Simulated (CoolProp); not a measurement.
A single-stage vapour-compression cycle with the fluid: evaporating at 250.15 K (dew point), condensing at 270.15 K (bubble point), superheat 8 K, subcooling 2 K, compressor efficiency 0.75, no pressure losses. The same conditions are run with several fluids, on thermodynamics alone (safety and materials aside).

The numbers come from the reference Helmholtz-energy equation of state of each fluid (carbon dioxide: Span 1996; R123: Younglove 1994; R13: Platzer 1990; R236FA: Pan 2012; chlorine: Thol 2021; chloromethane (R40): Thol 2014) in CoolProp. The equations of Platzer and Polt are older, rougher fits.

Question: Rank carbon dioxide, R123, R13, R236FA, chlorine, chloromethane (R40) by cooling COP, highest first.

Answer: R123 (8.91), R236FA (8.82), chloromethane (R40) (8.60), chlorine (8.55), R13 (7.78), carbon dioxide (7.67)

| fluid | pressure ratio | discharge temperature (K) | refrigerating effect (kJ/kg) | volumetric capacity (kJ/m³) |
|---|---|---|---|---|
| carbon dioxide | 1.79 | 305.5 | 259 | 11400 |
| R123 | 2.80 | 289.9 | 178 | 129 |
| R13 | 1.75 | 287.6 | 98.8 | 6120 |
| R236FA | 2.53 | 282.2 | 155 | 421 |
| chlorine | 2.08 | 325.3 | 267 | 1460 |
| chloromethane (R40) | 2.20 | 318.3 | 405 | 1040 |
